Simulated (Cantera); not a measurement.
A Cantera script and what it prints.

```python
import numpy as np
import cantera as ct

gas_names = """
    B BH BH2 BH3 BN BO BO2 B2 B2O B2O2 B2O3 B3O3H3 H HBO HBO2 HNO HNO2 HNO3 HO2 H2 H2O H2O2 H3B3O6 N NH
    NH2 NH3 NH2OH NO NO2 NO3 N2 N2H2 N2H4 N2O O OH O2 O3
""".split()
cond_names = """
    B(b) B(L) BN(s) B2O3(L) B3O3H3(cr) H2O(s) H2O(L)
""".split()


# ... load() reads the species with a 1 bar reference pressure and builds the phases ...
atoms = {
    'B': {'B': 1},
    'H2O': {'H': 2, 'O': 1},
    'NH3': {'N': 1, 'H': 3},
}
top_T = {'BN(s)': 3200}  # K; cautious upper limits of use, not melting points


# ... equilibrate(T, P, feed) seeds the gas with the atoms and calls Mixture.equilibrate('TP', solver="vcs", rtol=1e-11, max_steps=5000) ...
results = []
feed = {'B': 1, 'H2O': 0.39, 'NH3': 4.4}  # mol
T = 2100  # K
P = 10000  # Pa
mix = equilibrate(T, P, feed)
results.append((T, P, feed, dict(zip(mix.species_names, mix.species_moles))))
print(gas.report(threshold=0.0001))
for i in range(1, mix.n_phases):
    print(f"{mix.phase(i).name:16s} {mix.phase_moles(i):12.5e} mol")
```

Result:

```
       temperature   2100 K
          pressure   10000 Pa
           density   0.004859 kg/m^3
  mean mol. weight   8.4839 kg/kmol
   phase of matter   gas

                          1 kg             1 kmol
                     ---------------   ---------------
          enthalpy        6.1767e+06        5.2403e+07  J
   internal energy        4.1186e+06        3.4942e+07  J
           entropy             27423        2.3266e+05  J/K
    Gibbs function       -5.1412e+07       -4.3618e+08  J
 heat capacity c_p            4207.4             35696  J/K
 heat capacity c_v            3227.4             27381  J/K

                      mass frac. Y      mole frac. X     chem. pot. / RT
                     ---------------   ---------------   ---------------
                BO           0.01456         0.0046078           -36.317
              B2O2           0.01863         0.0029478           -72.634
              B2O3         0.0021509        0.00026213           -103.71
                 H         0.0010107         0.0085067           -11.117
               HBO           0.10001          0.030502           -47.434
              HBO2         0.0021058        0.00040774           -78.511
                H2           0.17713           0.74542           -22.233
                N2           0.68403           0.20716           -30.983
     [  +31 minor]        0.00037153        0.00018699

B(b)              0.00000e+00 mol
BN(s)             6.15837e-01 mol
B2O3(L)           0.00000e+00 mol
```

Equilibrium computed with Cantera from the NASA thermochemical tables; the gas is ideal and each condensed phase is pure. The tables' values for BH2 are old estimates; treat these amounts as uncertain.
